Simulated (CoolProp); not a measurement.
Properties of ethylene at several states (Tc = 282.4 K, pc = 50.42 bar, ω = 0.087).

Computed with CoolProp (reference Helmholtz-energy equation of state, Smukala 2000).

```
T (K)  p (bar)          phase  density (kg/m³)
-----  -------  -------------  ---------------
382.5     2.34            gas            2.076
197.2     38.1         liquid            530.9
342.8     7.65            gas            7.747
235.5    0.785            gas            1.135
362.4    0.212            gas           0.1975
349.1      104  supercritical            161.1
```
